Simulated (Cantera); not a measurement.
A perfectly stirred reactor is fed with CH₄ : H₂ = 1 : 15 (molar parts), at 100.0 Torr; it is held at 2000 K, and followed from long to short residence time.

Cantera simulation using GRI-Mech 3.0 (53 species, 325 reactions); the numbers are that mechanism's predictions, not measurements. GRI-Mech 3.0 stops at C3 and has no aromatics, soot or wall deposition, so with more carbon than oxygen in the feed, carbon stays in small species such as C2H2 where larger ones or solid carbon would form.

Q: What does this change do: H2 15 to 3.2 parts?

A: 
```csv
quantity,before,after
x(CH₄) at τ = 0.360 s,0.00399,0.00729
x(H₂) at τ = 0.360 s,0.964,0.895
x(CH₂) at τ = 0.360 s,1.84e-6,3.29e-6
x(CH₃) at τ = 0.360 s,0.000344,0.000634
x(C₂H₆) at τ = 0.360 s,1.66e-7,5.76e-7
x(CH₄) at τ = 50.0 ms,0.0109,0.0214
x(H₂) at τ = 50.0 ms,0.961,0.887
x(CH₂) at τ = 50.0 ms,4.05e-6,6.84e-6
x(CH₃) at τ = 50.0 ms,0.000871,0.00168
x(C₂H₆) at τ = 50.0 ms,1.12e-6,4.34e-6
```

Q: What does this change do: temperature 2000 to 1173 K?

A: 
| quantity | before | after |
|---|---|---|
| x(CH₄) at τ = 0.360 s | 0.00399 | 0.0625 |
| x(H₂) at τ = 0.360 s | 0.964 | 0.938 |
| x(CH₂) at τ = 0.360 s | 1.84e-6 | <1e-12 |
| x(CH₃) at τ = 0.360 s | 0.000344 | 1.93e-7 |
| x(C₂H₆) at τ = 0.360 s | 1.66e-7 | 5.10e-8 |
| x(CH₄) at τ = 50.0 ms | 0.0109 | 0.0625 |
| x(H₂) at τ = 50.0 ms | 0.961 | 0.938 |
| x(CH₂) at τ = 50.0 ms | 4.05e-6 | <1e-12 |
| x(CH₃) at τ = 50.0 ms | 0.000871 | 4.58e-8 |
| x(C₂H₆) at τ = 50.0 ms | 1.12e-6 | 4.91e-10 |
